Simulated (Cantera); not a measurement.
Feed: 1 mol MgO, 0.55 mol SO3, 2.4 mol CO2, held at 725 K.

These are equilibrium values from Cantera (NASA tables, ideal gas, pure condensed phases), not measurements of a reactor. Candidate condensed phases: C, Mg, MgCO3, MgO, MgS, MgSO4, S; 26 gas species. Rates play no part.

x: gas mole fraction; n: condensed amount in mol.

```json
[
 {"P (Pa)": "1000", "x CO2": "1.00", "x SO2": "…", "x O2": "1.24e-7", "x SO3": "1.39e-9", "n MgO(s)": "0.450", "n MgSO4(s)": "0.550", "n MgCO3(s)": "0"},
 {"P (Pa)": "3000", "x CO2": "1.00", "x SO2": "…", "x O2": "4.17e-8", "x SO3": "4.65e-10", "n MgO(s)": "0.450", "n MgSO4(s)": "0.550", "n MgCO3(s)": "0"},
 {"P (Pa)": "8800", "x CO2": "1.00", "x SO2": "…", "x O2": "1.41e-8", "x SO3": "1.58e-10", "n MgO(s)": "0.450", "n MgSO4(s)": "0.550", "n MgCO3(s)": "0"},
 {"P (Pa)": "26000", "x CO2": "1.00", "x SO2": "…", "x O2": "4.77e-9", "x SO3": "5.36e-11", "n MgO(s)": "0.450", "n MgSO4(s)": "0.550", "n MgCO3(s)": "0"},
 {"P (Pa)": "77000", "x CO2": "1.00", "x SO2": "…", "x O2": "1.61e-9", "x SO3": "1.81e-11", "n MgO(s)": "0.450", "n MgSO4(s)": "0.550", "n MgCO3(s)": "0"},
 {"P (Pa)": "230000", "x CO2": "1.00", "x SO2": "…", "x O2": "5.41e-10", "x SO3": "6.06e-12", "n MgO(s)": "0.450", "n MgSO4(s)": "0.550", "n MgCO3(s)": "0"},
 {"P (Pa)": "680000", "x CO2": "1.00", "x SO2": "…", "x O2": "2.61e-10", "x SO3": "3.49e-12", "n MgO(s)": "0", "n MgSO4(s)": "0.550", "n MgCO3(s)": "0.450"},
 {"P (Pa)": "2000000", "x CO2": "1.00", "x SO2": "…", "x O2": "1.82e-10", "x SO3": "3.49e-12", "n MgO(s)": "0", "n MgSO4(s)": "0.550", "n MgCO3(s)": "0.450"}
]
```

Problem. What belongs in the gaps?

Solution. 
- 1000, x SO2: 2.48e-7
- 3000, x SO2: 8.24e-8
- 8800, x SO2: 2.82e-8
- 26000, x SO2: 9.54e-9
- 77000, x SO2: 3.22e-9
- 230000, x SO2: 1.08e-9
- 680000, x SO2: 5.19e-10
- 2000000, x SO2: 3.62e-10
